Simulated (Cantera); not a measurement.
Input: 1 mol Cr, 0.039 mol H2O, 5.2 mol N2, at 1627 °C and 0.360 Torr.

Method: chemical equilibrium by Gibbs-energy minimisation in Cantera with the NASA 1993 tables (ideal gas, pure condensed phases). Candidate condensed phases: Cr, CrN, Cr2N, Cr2O3, H2O; 29 gas species. Kinetics and transport are ignored.

Question: What is the equilibrium state?

Answer: 
| Property | Value |
|---|---|
| x(N2) | 0.834 |
| x(Cr) | 0.156 |
| x(H2) | 0.00486 |
| x(CrO) | 0.00262 |
| x(H) | 0.00252 |
| x(H2O) | 0.000136 |
| x(CrO2) | 2.74e-5 |
| x(OH) | 5.82e-6 |
| x(O) | 2.27e-6 |
| n(Cr2O3(s)) | 0.00715 mol |
| gas amount | 6.233 mol |
| log10 activity of Cr(s) (absent) | -0.67 |
| log10 activity of Cr2N(s) (absent) | -3.23 |
